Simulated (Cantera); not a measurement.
What does this Cantera script print?

```python
import numpy as np
import cantera as ct

gas = ct.Solution("gri30.yaml")
gas.TPX = 1225, 101325, {'CH4': 1, 'N2': 1.3}
reactor = ct.IdealGasConstPressureReactor(gas, energy="off", clone=False)
net = ct.ReactorNet([reactor])
net.rtol, net.atol = 1e-08, 1e-18
show = ['CH4', 'H', 'C2H2', 'H2', 'C2H6', 'C2H4']
times = np.geomspace(3e-05, 100, 11)

steps = ct.SolutionArray(gas, extra=["t"])
rows = []
print(f"{'t/s':>10s}{'T/K':>9s}{'P/Pa':>11s}" + "".join(f"{s:>11s}" for s in show))
for t in times:
    while net.time < t:
        t_next = net.step()
        steps.append(gas.state, t=t_next)
    rows.append([np.interp(t, steps.t, y) for y in (steps.T, steps.P, *steps(*show).X.T)])
    print(f"{t:10.3e}{rows[-1][0]:9.1f}{rows[-1][1]:11.4g}" + "".join(f"{x:11.3e}" for x in rows[-1][2:]))
rate = np.gradient(steps.T, steps.t)
print("integrator steps:", len(steps.t))
if steps.T.max() > steps.T[0] + 200:
    print(f"time of steepest temperature rise: {steps.t[rate.argmax()]:.4e} s")
gas.TPX = 1225, 101325, {'CH4': 1, 'N2': 1.3}
gas.equilibrate("TP")
print(f"equilibrium (TP): T = {gas.T:.1f} K  " + "  ".join(f"{s} {gas[s].X[0]:.3e}" for s in show))
```

Output:

```
       t/s      T/K       P/Pa        CH4          H       C2H2         H2       C2H6       C2H4
 3.000e-05   1225.0  1.013e+05  4.348e-01  5.139e-11  1.855e-22  5.106e-09  5.766e-14  9.515e-16
 1.347e-04   1225.0  1.013e+05  4.348e-01  5.139e-11  1.356e-19  2.311e-08  5.265e-12  1.392e-13
 6.049e-04   1225.0  1.013e+05  4.348e-01  5.143e-11  7.188e-17  1.040e-07  4.768e-10  1.431e-11
 2.716e-03   1225.0  1.013e+05  4.348e-01  5.220e-11  3.895e-14  4.694e-07  3.893e-08  1.208e-09
 1.220e-02   1225.0  1.013e+05  4.348e-01  5.515e-11  1.120e-11  2.177e-06  1.222e-06  3.998e-08
 5.477e-02   1225.0  1.013e+05  4.348e-01  5.814e-11  5.860e-10  1.006e-05  8.423e-06  3.523e-07
 2.460e-01   1225.0  1.013e+05  4.347e-01  7.360e-11  2.572e-08  4.751e-05  3.938e-05  3.484e-06
 1.104e+00   1225.0  1.013e+05  4.344e-01  1.799e-10  2.011e-06  2.614e-04  1.440e-04  5.493e-05
 4.959e+00   1225.0  1.013e+05  4.325e-01  8.948e-10  1.347e-04  1.784e-03  2.407e-04  5.687e-04
 2.227e+01   1225.0  1.013e+05  4.236e-01  4.537e-09  2.395e-03  1.061e-02  2.101e-04  1.604e-03
 1.000e+02   1225.0  1.013e+05  3.881e-01  1.804e-08  1.171e-02  4.579e-02  1.490e-04  5.263e-03
integrator steps: 1196
equilibrium (TP): T = 1225.0 K  CH4 2.726e-01  H 1.231e-07  C2H2 1.841e-02  H2 1.560e-01  C2H6 4.271e-04  C2H4 2.387e-02
```

Computed with Cantera and GRI-Mech 3.0 (53 species, 325 reactions). GRI-Mech 3.0 stops at C3 and has no aromatics, soot or wall deposition, so with more carbon than oxygen in the feed, carbon stays in small species such as C2H2 where larger ones or solid carbon would form.
